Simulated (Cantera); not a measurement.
A freely propagating, adiabatic, planar premixed flame of H₂ : O₂ : N₂ : H₂O = 1 : 0.385 : 1.45 : 0.12 (molar parts), unburnt at 648 K and 1.01 bar; unity-Lewis-number transport, grid criteria slope 0.08 and curve 0.16, no radiation.

Cantera simulation using the H2/O2 subset of GRI-Mech 3.0, which has no nitrogen chemistry; the numbers are that mechanism's predictions, not measurements. Unity Lewis numbers drop preferential diffusion, which matters most where H2 and H carry the flame. Burning velocities carry a grid error of a few per cent, more on coarse grids.

x: mole fraction of selected species; z is measured from the peak of heat release.

```
z (mm)   T (K)  u (m/s)    x H₂     x O₂   x H₂O     x HO₂   x H₂O₂      x O
-------  -----  -------  ------  -------  ------  --------  -------  -------
-1.09      648     5.92   0.338    0.130  0.0406     <1e-8    <1e-8    <1e-8
-0.725     648     5.92   0.338    0.130  0.0406   2.31e-8    <1e-8    <1e-8
-0.544     648     5.92   0.338    0.130  0.0406   1.79e-7    <1e-8    <1e-8
-0.362     648     5.92   0.338    0.130  0.0407   3.52e-6  6.40e-8        …
-0.181     678     6.18   0.335    0.128  0.0446  0.000163  2.91e-6        …
-0.0906    895     8.05   0.304    0.113  0.0784  0.000190  5.73e-6        …
0         1325     11.6   0.185   0.0607   0.184   6.64e-5  3.34e-6        …
0.0906    1598     13.7   0.102   0.0222   0.257   2.06e-5  2.30e-6  0.00865
0.181     1734     14.7  0.0896   0.0136   0.275   1.13e-5  1.47e-6  0.00866
0.362     1885     15.8  0.0903   0.0100   0.286   7.36e-6  7.91e-7        …
0.725     2039     16.9  0.0914  0.00720   0.298   4.71e-6  4.24e-7        …
1.45      2181     17.8  0.0912  0.00462   0.310   2.81e-6  2.47e-7        …
2.90      2298     18.6  0.0903  0.00260   0.321   1.56e-6  1.57e-7        …
```

Problem. What belongs in the gaps?

Solution. 
- -0.362, x O: 2.26e-8
- -0.181, x O: 1.26e-5
- -0.0906, x O: 0.000444
- 0, x O: 0.00484
- 0.362, x O: 0.00711
- 0.725, x O: 0.00507
- 1.45, x O: 0.00316
- 2.90, x O: 0.00171
